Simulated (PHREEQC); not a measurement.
A made-up water analysis in mmol/kgw, 25 °C, pH 5.69, pe 10.1:

| constituent | mmol/kgw |
|---|---|
| Na | 0.00741 |
| K | 8.21e-05 |
| Ca | 0.000483 |
| Mg | 0.000149 |
| Cl | 0.000437 |
| S(6) | 0.00236 |
| Alkalinity (meq/kgw) | 0.00363 |
| Sr | 2.55e-05 |
| Br | 0.000106 |

Valence states are taken as typed.

All values are PHREEQC results (ion-association model, phreeqc.dat), not measurements.

No solid was allowed to form.

Question: Predict the ionic strength, charge-balance error.

Answer: ionic strength 1.39e-5 mol/kgw; charge-balance error -0.4 %.

Question: In which forms is C present?

Answer: CO2 82 %, HCO3- 18 % of the C.

Complexes and solids missing from the database can't appear.
